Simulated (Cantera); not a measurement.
A diamond (100) surface in a fixed gas of H2 with x(CH4) = 0.016, x(H) = 0.00065, x(CH3) = 0.00069, at 1273 K; coverages are run to steady state.

Computed with Cantera and the Harris–Goodwin 1993 mechanism for the reconstructed diamond (100) surface.

One state of this run: growth (µm/h) = 0.802; θ c6HH = 0.452; θ c6H* = 0.0426; θ c6*H = 0.477; θ c6** = 0.0202; θ c6HM = 0.000913. θ: site fractions in the mechanism's names (c6HH fully hydrogenated, c6H* and c6*H radical sites, c6** diradical, c6HM methylated).

Which value of P (Pa) does it belong to?
A) 2200
B) 6300
C) 30000
D) 770

A, 2200
